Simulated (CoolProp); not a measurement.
Computed with CoolProp (reference Helmholtz-energy equation of state, Akasaka 2015).

**Question.** Give the vapour pressure (MPa), vapour density (kg/m³), vapour viscosity (µPa s) of saturated R245fa at -35.15, -11.75 °C.

**Answer.** 
| T (°C) | p (MPa) | vapour density (kg/m³) | vapour viscosity (µPa s) |
|---|---|---|---|
| -35.15 | 0.00802 | 0.547 | 9.36 |
| -11.75 | 0.0303 | 1.90 | 10.3 |

Viscosity comes from a separate model (Bell 2016), an estimate that may be off by 10 % or more.
